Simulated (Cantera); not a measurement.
A closed system holds: 1 mol SiH₂Cl₂, 8.3 mol H₂, at 10.0 mbar.

These are equilibrium values from Cantera (NASA tables, ideal gas, pure condensed phases), not measurements of a reactor. Candidate condensed phases: Si; 19 gas species. Gases not in the tables: Si₂H₆ and higher silanes. The numbers say what is thermodynamically allowed, not how fast it happens.

### Question
What share of the Si ends up in condensed phases as a function of T (K), at 1298, 1398, 1498, 1598, 1698, 1798, 1898, 1998, 2098, 2198, 2298?

### Answer
```csv
T (K),Si condensed (%),as
1298,58.2,Si(s)
1398,56.5,Si(s)
1498,55.2,Si(s)
1598,54.0,Si(s)
1698,53.2,Si(l)
1798,55.2,Si(l)
1898,56.2,Si(l)
1998,54.3,Si(l)
2098,45.0,Si(l)
2198,16.8,Si(l)
2298,0.0,-
```
